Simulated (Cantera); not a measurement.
A closed system holds: 1 mol Si, 6.2 mol NF3, 0.95 mol SF6, equilibrated at 10.0 mbar.

Method: chemical equilibrium by Gibbs-energy minimisation in Cantera with the NASA 1993 tables (ideal gas, pure condensed phases). Candidate condensed phases: S, Si, Si3N4; 29 gas species. Equilibrium is a limit: real reactors are often held back by kinetics, nucleation or transport.

**Question.** At 1225 K, list the 5 most abundant gas species with their mole fractions, and the condensed phases.

**Answer.** F 0.725, N2 0.160, SiF4 0.0516, SF6 0.0490, F2 0.0142. Condensed: gas only.
